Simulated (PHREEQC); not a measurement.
Dissolve 0.0044 mol/kgw Na2B4O7 at 85 °C. Closed to the air; pH follows from the charge balance.

All values are PHREEQC results (ion-association model, phreeqc.dat), not measurements.

No solid was allowed to form.

Task: Predict the pH, ionic strength.

Result: pH 8.77; ionic strength 0.00880 mol/kgw.

Task: In which forms is B present?

Result: H3BO3 51 %, H2BO3- 49 % of the B.

Species that the database lacks are ignored. At this temperature some constants are extrapolated from 25 °C, and those without enthalpy data are left unchanged.
